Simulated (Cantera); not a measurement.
Source: NASA polynomial tables (part measured, part estimated), evaluated in Cantera. Values are per mole of reaction as written; species without (g) are pure solids or liquids, kept so even where they would boil at 1 bar. TaC: taken at fixed stoichiometry.

**Question.** Between 300 and 2473 K, where is each reaction favourable under standard conditions?
- CO₂(g) + Ta = TaO₂(g) + C
- 2 Ta₂O₅ + C = 4 TaO₂(g) + CO₂(g)
- O₃(g) + 3 TaC = 3 CO(g) + 3 Ta

**Answer.** 
- CO₂(g) + Ta = TaO₂(g) + C: ΔG° is 183 kJ at 300 K and 136 kJ at 2473 K; it stays positive (K < 1). ΔH° is 177 kJ and ΔS° 17 J/K at 2473 K.
- 2 Ta₂O₅ + C = 4 TaO₂(g) + CO₂(g): ΔG° is 2582 kJ at 300 K and 654 kJ at 2473 K; it stays positive (K < 1). ΔH° is 2372 kJ and ΔS° 695 J/K at 2473 K.
- O₃(g) + 3 TaC = 3 CO(g) + 3 Ta: ΔG° is -146 kJ at 300 K and -861 kJ at 2473 K; it stays negative (K > 1). ΔH° is -108 kJ and ΔS° 305 J/K at 2473 K.
